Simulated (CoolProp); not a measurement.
Properties of n-perfluorohexane at several states (Tc = 448.0 K, pc = 1.742 MPa, ω = 0.497).

Computed with CoolProp (reference Helmholtz-energy equation of state, Gao 2022).

```json
[
 {"T (K)": "378.9", "p (MPa)": "0.0557", "phase": "gas", "speed of sound (m/s)": "95.95", "Joule-Thomson coefficient (K/MPa)": "12.96"},
 {"T (K)": "233.8", "p (MPa)": "4.55", "phase": "liquid", "speed of sound (m/s)": "702.6", "Joule-Thomson coefficient (K/MPa)": "-0.3764"},
 {"T (K)": "214.1", "p (MPa)": "0.0315", "phase": "liquid", "speed of sound (m/s)": "735.7", "Joule-Thomson coefficient (K/MPa)": "-0.3916"},
 {"T (K)": "253.9", "p (MPa)": "0.0433", "phase": "liquid", "speed of sound (m/s)": "632.6", "Joule-Thomson coefficient (K/MPa)": "-0.3470"},
 {"T (K)": "442.2", "p (MPa)": "0.156", "phase": "gas", "speed of sound (m/s)": "102.2", "Joule-Thomson coefficient (K/MPa)": "8.576"}
]
```
